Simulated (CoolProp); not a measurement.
Carbon monoxide along the isotherm -164.45 °C: fugacity coefficient from the reference equation and from simpler models built on Tc = -140.3 °C, pc = 34.98 bar, ω = 0.050; each cubic takes its own stable root.

The numbers come from the reference Helmholtz-energy equation of state, Lemmon 2006 in CoolProp. It is a short technical equation, of lower accuracy than the large ones.

```
p (bar)   phase  reference
-------  ------  ---------
1.11        gas     0.9812
2.27        gas     0.9615
4.66        gas     0.9212
9.58        gas     0.8374
19.7     liquid     0.4358
40.4     liquid     0.2339
83       liquid     0.1380
170      liquid    0.09831
350      liquid     0.1002
```

Task: How far does each simpler model (van der Waals, Redlich-Kwong, Soave-Redlich-Kwong, Peng-Robinson) lie from the reference over these 9 states: mean and median of the absolute difference, and the worst?

Result: 
- van der Waals: mean 42.4 %, median 42.4 %, worst +139.2 % at -164.45 °C and 350 bar
- Redlich-Kwong: mean 1.3 %, median 2.0 %, worst +2.7 % at -164.45 °C and 170 bar
- Soave-Redlich-Kwong: mean 0.6 %, median 0.7 %, worst +1.5 % at -164.45 °C and 170 bar
- Peng-Robinson: mean 3.8 %, median 1.5 %, worst -15.6 % at -164.45 °C and 350 bar
